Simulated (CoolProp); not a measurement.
Vapour pressure (kPa) of R13: the reference equation beside estimates from Tc = 303.0 K, pc = 3973 kPa, ω = 0.175. Clausius-Clapeyron is anchored at 249.9 K with a constant enthalpy of vaporisation of 11.81 kJ/mol.

The numbers come from the reference Helmholtz-energy equation of state, Platzer 1990 in CoolProp. This equation is an older, rougher fit; its heat capacities, sound speeds and derivatives of the liquid may be far off and weren't checked against measurements.

| T (K) | reference | Lee-Kesler | Clausius-Clapeyron | van der Waals | Redlich-Kwong | Soave-Redlich-Kwong | Peng-Robinson |
|---|---|---|---|---|---|---|---|
| 232.1 | 581.1 | 579.2 | 670.5 | 1241 | 710.7 | 580.8 | 575.2 |
| 236.5 | 676.2 | 674.4 | 751.3 | 1357 | 816.9 | 677.0 | 669.9 |
| 241 | 784.9 | 783.1 | 840.5 | 1482 | 936.5 | 787.2 | 778.4 |
| 245.4 | 903.0 | 901.2 | 934.2 | 1611 | 1065 | 907.1 | 896.7 |
| 249.9 | 1037 | 1035 | 1037 | 1750 | 1207 | 1043 | 1031 |
| 254.3 | 1181 | 1179 | 1144 | 1893 | 1359 | 1190 | 1176 |
| 258.8 | 1344 | 1341 | 1261 | 2046 | 1528 | 1355 | 1339 |
| 263.2 | 1517 | 1514 | 1382 | 2204 | 1705 | 1532 | 1515 |
| 267.7 | 1712 | 1708 | 1513 | 2372 | 1901 | 1730 | 1711 |

Absolute difference from the reference over all 9 rows, mean and median: Lee-Kesler 0.2 and 0.2 %, Clausius-Clapeyron 7.4 and 7.1 %, van der Waals 71.8 and 68.8 %, Redlich-Kwong 16.6 and 16.4 %, Soave-Redlich-Kwong 0.6 and 0.6 %, Peng-Robinson 0.6 and 0.6 %.
